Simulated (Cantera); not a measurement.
**Catalytic combustion on Pt**

An isothermal plug-flow reactor at 650 K and 4130 Torr (inlet), inlet velocity 0.35 m/s, active area per volume 130 1/m; feed H2 : O2 : N2 = 0.0046 : 0.042 : 0.79 (molar parts), equivalence ratio 0.055.

Cantera simulation using Deutschmann's 1995 Pt surface mechanism with GRI-Mech 3.0 gas chemistry; the numbers are that mechanism's predictions, not measurements. Catalytic surfaces can have several steady states; this one follows from the mechanism file's or the stated starting coverage. Mass transfer to the wall is taken as infinitely fast.

```
z (m)        x H2    x O2    x H2O  θ free Pt   θ O*    θ OH*
-------  --------  ------  -------  ---------  -----  -------
0.00014   0.00422  0.0496  0.00128      0.146  0.841   0.0128
0.00025   0.00356  0.0493  0.00194      0.124  0.863   0.0127
0.00044   0.00280  0.0489  0.00270     0.0986  0.889   0.0121
0.00078   0.00202  0.0485  0.00348     0.0718  0.917   0.0111
0.0014    0.00134  0.0482  0.00417     0.0478  0.943  0.00962
0.0025   0.000835  0.0480  0.00468     0.0300  0.962  0.00795
0.0044   0.000505  0.0478  0.00501     0.0183  0.975  0.00637
0.0078   0.000294  0.0477  0.00522     0.0108  0.984  0.00498
0.014    0.000165  0.0477  0.00535    0.00636  0.990  0.00386
```
x: gas mole fraction; θ: surface coverage.
